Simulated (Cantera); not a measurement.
Input (Python, Cantera):

```python
import numpy as np
import cantera as ct

gas = ct.Solution("gri30.yaml")
gas.TPX = 550, 100000, {'CO': 1, 'H2': 0.31, 'O2': 0.437, 'N2': 1.64, 'H2O': 0.44}
inlet = ct.Reservoir(gas, clone=True)
gas.equilibrate("HP")  # start burning
reactor = ct.IdealGasConstPressureReactor(gas, energy="on", clone=False)
exhaust = ct.Reservoir(gas, clone=True)
tau = [0.13, 0.053, 0.022, 0.0093, 0.0039, 0.0016, 0.00068, 0.00028, 0.00012, 5e-05, 2.1e-05][0]
for a, b in ((inlet, reactor), (reactor, exhaust)):
    ct.MassFlowController(a, b, mdot=lambda t: reactor.mass / tau)
net = ct.ReactorNet([reactor])
show = ['CO', 'H2', 'O2', 'O', 'H2O', 'HO2', 'NO2']

rows = []
print(f"{'tau/s':>10s}{'T/K':>9s}" + "".join(f"{s:>11s}" for s in show))
for tau in [0.13, 0.053, 0.022, 0.0093, 0.0039, 0.0016, 0.00068, 0.00028, 0.00012, 5e-05, 2.1e-05]:
    net.initial_time = 0.0
    net.advance(30 * tau)
    before = gas.X
    net.advance(40 * tau)
    drift = np.max(np.abs(gas.X - before) / (gas.X + 1e-9))
    rows.append([gas.T, *gas[show].X, drift])
    print(f"{tau:10.3e}{gas.T:9.1f}" + "".join(f"{x:11.3e}" for x in gas[show].X))
```

Result:

```
     tau/s      T/K         CO         H2         O2          O        H2O        HO2        NO2
 1.300e-01   2247.1  1.089e-01  2.131e-02  5.646e-04  1.367e-04  1.972e-01  1.568e-07  1.528e-08
 5.300e-02   2234.4  1.094e-01  2.153e-02  9.446e-04  2.301e-04  1.961e-01  2.747e-07  1.426e-08
 2.200e-02   2212.7  1.103e-01  2.194e-02  1.665e-03  4.161e-04  1.944e-01  5.058e-07  1.210e-08
 9.300e-03   2178.3  1.119e-01  2.264e-02  2.909e-03  7.611e-04  1.917e-01  9.217e-07  9.247e-09
 3.900e-03   2125.3  1.144e-01  2.380e-02  4.916e-03  1.376e-03  1.878e-01  1.652e-06  6.465e-09
 1.600e-03   2047.7  1.177e-01  2.547e-02  7.865e-03  2.406e-03  1.822e-01  2.913e-06  4.471e-09
 6.800e-04   1949.5  1.213e-01  2.739e-02  1.149e-02  3.847e-03  1.755e-01  4.845e-06  3.478e-09
 2.800e-04   1823.6  1.257e-01  2.914e-02  1.605e-02  5.741e-03  1.678e-01  7.950e-06  2.919e-09
 1.200e-04   1678.3  1.338e-01  2.936e-02  2.208e-02  7.606e-03  1.617e-01  1.307e-05  2.355e-09
 5.000e-05   1467.6  1.657e-01  2.569e-02  3.730e-02  8.118e-03  1.640e-01  2.936e-05  1.421e-09
 2.100e-05    550.0  2.613e-01  8.100e-02  1.142e-01  2.812e-18  1.150e-01 -1.733e-17 -9.733e-21
```

Model: GRI-Mech 3.0 (53 species, 325 reactions), integrated in Cantera.
